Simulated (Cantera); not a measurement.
Feed: 1 mol SiHCl3, 27 mol N2, held at 0.00133 bar.

Equilibrium computed with Cantera from the NASA thermochemical tables; the gas is ideal and each condensed phase is pure. Candidate condensed phases: NH4Cl, Si, Si3N4; 28 gas species. N2 is the only nitrogen source here; it is nearly inert below about 1500 K, so the nitride shown seldom forms there in practice. The tables' values for SiCl3, SiCl are old estimates; treat these amounts as uncertain. The numbers say what is thermodynamically allowed, not how fast it happens.

x: gas mole fraction; n: condensed amount in mol.

| T (°C) | x N2 | x SiCl2 | x HCl | x SiCl4 | x Cl | n Si3N4(s) |
|---|---|---|---|---|---|---|
| 725 | 0.947 | 6.41e-6 | 0.0326 | 0.0184 | … | 0.160 |
| 800 | 0.947 | 6.83e-5 | 0.0329 | 0.0182 | … | 0.160 |
| 875 | 0.947 | 0.000522 | 0.0331 | 0.0174 | … | 0.156 |
| 950 | 0.945 | 0.00293 | 0.0331 | 0.0150 | … | 0.142 |
| 1025 | 0.941 | 0.0113 | 0.0325 | 0.00937 | … | 0.0968 |
| 1100 | 0.935 | 0.0252 | 0.0308 | 0.00279 | … | 0.0268 |
| 1175 | 0.933 | 0.0311 | 0.0302 | 0.000800 | … | 0 |
| 1250 | 0.932 | 0.0321 | 0.0314 | 0.000374 | … | 0 |
| 1325 | 0.931 | 0.0329 | 0.0318 | 0.000155 | … | 0 |
| 1400 | 0.931 | 0.0334 | 0.0314 | 5.40e-5 | … | 0 |
| 1475 | 0.930 | 0.0338 | 0.0305 | 1.67e-5 | … | 0 |
| 1550 | 0.928 | 0.0338 | 0.0290 | 5.14e-6 | … | 0 |

Problem. Complete the blanks.

Solution. 
- 725, x Cl: 4.69e-8
- 800, x Cl: 3.17e-7
- 875, x Cl: 1.66e-6
- 950, x Cl: 6.90e-6
- 1025, x Cl: 2.24e-5
- 1100, x Cl: 5.24e-5
- 1175, x Cl: 0.000134
- 1250, x Cl: 0.000403
- 1325, x Cl: 0.001000
- 1400, x Cl: 0.00201
- 1475, x Cl: 0.00344
- 1550, x Cl: 0.00539
